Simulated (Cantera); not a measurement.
A closed system holds: 1 mol PH3, 0.066 mol H2, equilibrated at 14.0 Pa.

Cantera equilibrium calculation (NASA polynomials, part measured and part estimated; ideal gas, pure solids and liquids). Candidate condensed phases: P; 7 gas species. Rates play no part.

### Question
At 1475 °C, list the 5 most abundant gas species with their mole fractions, and the condensed phases.

### Answer
H2 0.743, P2 0.239, H 0.0166, P 0.00198, PH 6.11e-5. Condensed: gas only.
